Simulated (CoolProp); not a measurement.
Vapour-liquid equilibrium of R125 (1) + R143a (2) at 236 K; x and y are mole fractions of (1).

The numbers come from the multi-fluid Helmholtz-energy mixture model, Lemmon 2005 and Lemmon and Jacobsen 2000; pair parameters Lemmon 2004 in CoolProp.

Q: Give the bubble pressure and the first vapour's composition at x = 0.125, 0.2, 0.8. Is there an azeotrope?

A: x = 0.125: 0.1582 MPa, y = 0.119; x = 0.2: 0.1576 MPa, y = 0.194; x = 0.8: 0.1628 MPa, y = 0.821. y crosses x between x = 0.275 and 0.35: the model has an azeotrope there.

Pair parameters are fitted to limited data, so mixtures are less certain than the pure fluids.
